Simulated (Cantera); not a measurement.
**Thermodynamics of tantalum, niobium, vanadium and zirconium in process gases, feed Ta(OEt)5 + O2 + CO2**

A closed system holds: 1 mol Ta(OEt)5, 1.2 mol O2, 3.7 mol CO2, held at 0.210 Pa.

These are equilibrium values from Cantera (NASA tables, ideal gas, pure condensed phases), not measurements of a reactor. Candidate condensed phases: C, C6H6, C7H8, C8H18, H2O, Ta, TaC, Ta2O5; 113 gas species. The feed counts by its element totals alone. Mutual solubility and eutectic melting of coexisting phases are not modelled. TaC: taken at fixed stoichiometry. Condensed phases not in the tables: Ta2C, N, O or C dissolved in the metal. Equilibrium is a limit: real reactors are often held back by kinetics, nucleation or transport.

From 1027 °C to 1227 °C the condensed part is TaC(s) + Ta2O5(s). From 1327 °C to 1527 °C the condensed part is Ta(s) + Ta2O5(s). From 1627 °C to 1827 °C the condensed part is Ta(s). From 1927 °C to 2027 °C nothing is condensed.

```csv
T (°C),x H,x CO,x H2,x TaO,x TaO2,n TaC(s),n Ta2O5(s),n Ta(s)
1027,0.000531,0.515,0.484,5.41e-11,1.15e-9,0.400,0.300,0
1127,0.00233,0.515,0.483,8.78e-9,8.83e-8,0.400,0.300,0
1227,0.00840,0.513,0.478,7.15e-7,3.74e-6,0.401,0.300,0
1327,0.0254,0.516,0.458,1.59e-5,7.67e-5,0,0.218,0.561
1427,0.0665,0.505,0.427,0.000208,0.00103,0,0.206,0.553
1527,0.149,0.478,0.361,0.00203,0.0103,0,0.0882,0.470
1627,0.280,0.439,0.261,0.00653,0.0143,0,0,0.351
1727,0.431,0.398,0.148,0.0131,0.00939,0,0,0.226
1827,0.543,0.368,0.0639,0.0205,0.00446,0,0,0.0688
1927,0.597,0.353,0.0236,0.0233,0.00245,0,0,0
2027,0.618,0.348,0.00856,0.0233,0.00206,0,0,0
```
x: gas mole fraction; n: condensed amount in mol.
